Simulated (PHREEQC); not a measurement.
Solution (55 °C): 0.0089 mol/kgw TMAH, 3.6e-05 mol/kgw Cs2SO4 and 0.0044 mol/kgw KCl. Closed to the air; pH follows from the charge balance.

Model: ion-association model, wateq4f.dat, run in PHREEQC.

Each row changes one thing in this solution. This is a speciation only: nothing precipitates in the calculation.

| case | pH | ionic strength (mol/kgw) |
|---|---|---|
| as made | 11.04 | 0.0134 |
| temperature from 55 to 45 °C | 11.30 | 0.0134 |
| KCl left out | 11.05 | 0.00901 |
| KCl replaced by K2SiO3 at the same molality | 11.20 | 0.0181 |
| KCl from 0.0044 to 0.0022 mol/kgw | 11.05 | 0.0112 |
| KCl from 0.0044 to 0.0066 mol/kgw | 11.04 | 0.0156 |
| KCl replaced by SrCl2 at the same molality | 11.03 | 0.0221 |

Species that the database lacks are ignored. (CH3)4N+ isn't in the database: it is added as a free cation with an ion size of 4 Å. Constants without temperature data keep their 25 °C values here.
